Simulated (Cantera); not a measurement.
Feed: 1 mol toluene, 0.75 mol H2O, held at 352 °C and 23.0 Pa.

Equilibrium computed with Cantera from the NASA thermochemical tables; the gas is ideal and each condensed phase is pure. Rates play no part.

```tsv
species	before	after
H2	0.878	0.981
CH4	0.00858	0.0107
H2O	0.0456	0.00505
CO2	0.0351	0.000346
CO	0.0326	0.00324
C(graphite), mol	6.61	6.94
```
Gas species are given as mole fractions.

Problem. What was changed between the two runs?
(A) H2O from 0.75 to 0.036 mol
(B) pressure from 23.0 Pa to 1 atm
(C) H2O from 0.75 to 1.9 mol
(D) pressure from 23.0 Pa to 0.100 bar

Solution. A, H2O from 0.75 to 0.036 mol
